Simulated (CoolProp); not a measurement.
Vapour-liquid equilibrium of ethane (1) + C3F8 (R218) (2) at -58.35 °C; x and y are mole fractions of (1).

Values from CoolProp's multi-fluid Helmholtz-energy mixture model, Bücker 2006 and Lemmon 2006; pair parameters Bell 2016.

Problem. Give the bubble pressure and the first vapour's composition at x = 0.05, 0.2, 0.35. Is there an azeotrope?

Solution. x = 0.05: 0.8125 bar, y = 0.593; x = 0.2: 2.047 bar, y = 0.853; x = 0.35: 2.802 bar, y = 0.902. No azeotrope shows between x = 0.05 and 0.95.

Pair parameters are fitted to limited data, so mixtures are less certain than the pure fluids. With so large a gap from Raoult's law the liquid may split in two, which this calculation doesn't test in full.
